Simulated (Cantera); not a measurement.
A freely propagating, adiabatic, planar premixed flame of 37.1 % H2, 13.2 % O2, 49.7 % N2, equivalence ratio 1.4, unburnt at 425 K and 3750 Torr; multicomponent transport, grid criteria slope 0.08 and curve 0.16, no radiation.

Model: the H2/O2 subset of GRI-Mech 3.0, which has no nitrogen chemistry, integrated in Cantera. The hydrogen kinetics of GRI-Mech 3.0 are dated; newer H2 mechanisms differ, most at raised pressure. Burning velocities carry a grid error of a few per cent, more on coarse grids.

### Question
Predict: laminar burning velocity; thermal thickness; peak x(HO2); peak x(H); peak x(H2O2).

### Answer
```
Item                         Result
------------------------  ---------
laminar burning velocity   494 cm/s
thermal thickness         0.0484 mm
peak x(HO2)                 0.00114
peak x(H)                    0.0459
peak x(H2O2)               0.000122
```
